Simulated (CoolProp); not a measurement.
Aqueous calcium chloride as a coolant, 19 % by mass, freezing at -16.6 °C, 1 atm.

Model: Melinder's fits for secondary coolants, in CoolProp.

```csv
T (°C),viscosity (mPa s),conductivity (W/(m K)),Prandtl number,density (kg/m³)
-12.2,4.48,0.529,25.9,1177
-4.1,3.44,0.541,19.7,1175
4,2.72,0.553,(withheld),(withheld)
12,2.20,0.564,12.2,1173
20.1,1.82,0.576,(withheld),1171
28.2,1.53,0.588,8.26,1168
36.2,1.31,(withheld),6.96,1164
```

Question: Complete the blanks.

Answer: 
- 4, Prandtl number: 15.3
- 4, density (kg/m³): 1174
- 20.1, Prandtl number: 9.96
- 36.2, conductivity (W/(m K)): 0.600
